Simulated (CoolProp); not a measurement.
Properties of acetone at several states.

Values from CoolProp's reference Helmholtz-energy equation of state, Lemmon 2006. It is a short technical equation, of lower accuracy than the large ones.

```
T (°C)  p (bar)          phase         Z  cv (kJ/(kg K))  speed of sound (m/s)
------  -------  -------------  --------  --------------  --------------------
49.25       172         liquid    0.4803           1.593                  1173
189.55     2.21            gas    0.9735           1.644                 262.8
246.15      160  supercritical    0.4085           2.012                 487.7
9.75      0.438         liquid  0.001349           1.526                  1234
5.45        5.9         liquid   0.01834           1.519                  1258
```
